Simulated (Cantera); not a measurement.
**Adiabatic ignition**

An adiabatic, constant-pressure homogeneous reactor starts with 7.19 % CH4, 19.4 % O2, 73.4 % N2, equivalence ratio 0.74, at 1100 K and 2.96 atm.

Detailed kinetics in Cantera: GRI-Mech 3.0 (53 species, 325 reactions).

```
t (s)     T (K)   x CH4    x O2       x H   x CH2CO     x NO
--------  -----  ------  ------  --------  --------  -------
2.00e-6    1100  0.0719   0.194    <1e-12    <1e-12   <1e-12
5.02e-6    1100  0.0719   0.194    <1e-12    <1e-12   <1e-12
1.26e-5    1100  0.0719   0.194    <1e-12    <1e-12   <1e-12
3.17e-5    1100  0.0719   0.194    <1e-12    <1e-12   <1e-12
7.96e-5    1100  0.0719   0.194  1.66e-12    <1e-12   <1e-12
0.000200   1100  0.0719   0.194  4.58e-12    <1e-12   <1e-12
0.000502   1100  0.0719   0.194  1.62e-11    <1e-12   <1e-12
0.00126    1100  0.0719   0.194  7.88e-11    <1e-12   <1e-12
0.00317    1100  0.0719   0.194  2.79e-10    <1e-12   <1e-12
0.00796    1100  0.0719   0.194  5.08e-10  3.36e-11   <1e-12
0.0200     1101  0.0718   0.194   1.52e-9  9.81e-10   <1e-12
0.0502     1113  0.0698   0.193   3.29e-8   3.40e-7   <1e-12
0.126      2455  <1e-12  0.0462  0.000504    <1e-12  0.00957
0.317      2455  <1e-12  0.0462  0.000504    <1e-12  0.00958
0.796      2455  <1e-12  0.0462  0.000504    <1e-12  0.00958
2.00       2455  <1e-12  0.0462  0.000504    <1e-12  0.00958
```
x: mole fraction; the columns are a selection and need not sum to one.

```json
{
 "time_of_steepest_temperature_rise": "58.9 ms",
 "temperature at 2.00 s": "2455 K",
 "equilibrium_temperature": "2455 K",
 "x(CH4) at 2.00 s": "<1e-12 (gas-phase equilibrium <1e-12)",
 "x(O2) at 2.00 s": "0.0462 (gas-phase equilibrium 0.0462)",
 "x(H) at 2.00 s": "0.000504 (gas-phase equilibrium 0.000504)"
}
```
